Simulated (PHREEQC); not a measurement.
Consider water at 45 °C with 0.052 mol Cu(NO3)2, 0.037 mol HCl and 0.0002 mol Na2SO4 per kg of water. It is in equilibrium with CO2 at log p = 0 (atm). Otherwise closed; pH follows from the charge balance.

Equilibrium calculation in PHREEQC: ion-association model, phreeqc.dat.

No solid was allowed to form.

Q: Order these Cl species by the share of Cl that they hold, largest first: CuCl2, CuCl+, Cl-.

A: Cl- (90 %), CuCl+ (9.5 %), CuCl2 (0.20 %)

The pH is 1.53 and the ionic strength 0.186 mol/kgw. Complexes and solids missing from the database can't appear. Constants without temperature data keep their 25 °C values here.
